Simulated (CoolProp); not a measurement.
Model: reference Helmholtz-energy equation of state, Aleksandrov 2011, in CoolProp. It is a short technical equation, of lower accuracy than the large ones.

### Question
For n-undecane, give the phase and the density (kg/m³), cp (kJ/(kg K)), expansivity (1/kK), fugacity coefficient at 148.85 °C and 63.3 kPa.

### Answer
- 148.85 °C and 63.3 kPa: liquid; density 640, cp 2.69, expansivity 1.29, fugacity coefficient 0.421
